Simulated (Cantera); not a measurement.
Feed: 1 mol Al2O3, 1100 mol H2, 3.6 mol N2, at 2025 K and 90.0 Torr.

These are equilibrium values from Cantera (NASA tables, ideal gas, pure condensed phases), not measurements of a reactor. Candidate condensed phases: Al, AlN, Al2O3, H2O; 35 gas species. The tables' values for AlOH are old estimates; treat these amounts as uncertain. Kinetics and transport are ignored.

Task: What is the equilibrium state?

Result: 
```json
{
 "x(H2)": "0.991",
 "x(H)": "0.00553",
 "x(N2)": "0.00325",
 "x(H2O)": "0.000282",
 "x(Al)": "0.000120",
 "x(Al2O)": "3.93e-5",
 "x(AlOH)": "1.46e-5",
 "x(AlH)": "1.10e-5",
 "n(Al2O3(s))": "0.876 mol",
 "gas_amount": "1107 mol",
 "log10 activity of Al(l) (absent)": "-2.72"
}
```
